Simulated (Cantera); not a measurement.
Standard-state values (1 bar) from the NASA 1993 polynomials, evaluated with Cantera. Values are per mole of reaction as written; species without (g) are pure solids or liquids, kept so even where they would boil at 1 bar.

2 NO2(g) + V = VO2(g) + 2 NO(g)

```csv
T (K),ΔH° (kJ),ΔS° (J/K),ΔG° (kJ),log10 K
1350,-127.6,168.2,-354.7,13.72
1500,___,___,___,___
1650,___,___,___,___
1800,___,___,___,___
1950,___,___,___,___
```

Question: Complete the blanks.

Answer: 
- 1500, ΔH° (kJ): -130.3
- 1500, ΔS° (J/K): 166.3
- 1500, ΔG° (kJ): -379.8
- 1500, log10 K: 13.22
- 1650, ΔH° (kJ): -133.2
- 1650, ΔS° (J/K): 164.5
- 1650, ΔG° (kJ): -404.6
- 1650, log10 K: 12.81
- 1800, ΔH° (kJ): -136.5
- 1800, ΔS° (J/K): 162.5
- 1800, ΔG° (kJ): -429.1
- 1800, log10 K: 12.45
- 1950, ΔH° (kJ): -140.2
- 1950, ΔS° (J/K): 160.6
- 1950, ΔG° (kJ): -453.4
- 1950, log10 K: 12.14
